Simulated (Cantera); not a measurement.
An adiabatic, constant-volume homogeneous reactor starts with CH4 : O2 : N2 = 1 : 3.39 : 12.7 (molar parts), equivalence ratio 0.59, at 1675 K and 7.11 atm. Integrator tolerance rtol = 1e-08.

Computed with Cantera and GRI-Mech 3.0 (53 species, 325 reactions).

What does this change do: initial temperature 1675 to 1450 K?


| quantity | before | after |
|---|---|---|
| time of steepest temperature rise | 44.4 µs | 0.311 ms |
| temperature at 3.00 s | 2861 K | 2743 K |
| equilibrium temperature | 2861 K | 2743 K |
| x(CH4) at 3.00 s | <1e-12 (gas-phase equilibrium <1e-12) | <1e-12 (gas-phase equilibrium <1e-12) |
| x(O2) at 3.00 s | 0.0695 (gas-phase equilibrium 0.0695) | 0.0708 (gas-phase equilibrium 0.0708) |
| x(H2O2) at 3.00 s | 1.34e-6 (gas-phase equilibrium 1.34e-6) | 1.21e-6 (gas-phase equilibrium 1.21e-6) |
| x(CH3) at 3.00 s | <1e-12 (gas-phase equilibrium <1e-12) | <1e-12 (gas-phase equilibrium <1e-12) |
| x(NO) at 3.00 s | 0.0221 (gas-phase equilibrium 0.0221) | 0.0190 (gas-phase equilibrium 0.0190) |
| x(H) at 3.00 s | 0.00160 (gas-phase equilibrium 0.00160) | 0.000794 (gas-phase equilibrium 0.000794) |
| x(H2) at 3.00 s | 0.00307 (gas-phase equilibrium 0.00307) | 0.00191 (gas-phase equilibrium 0.00191) |
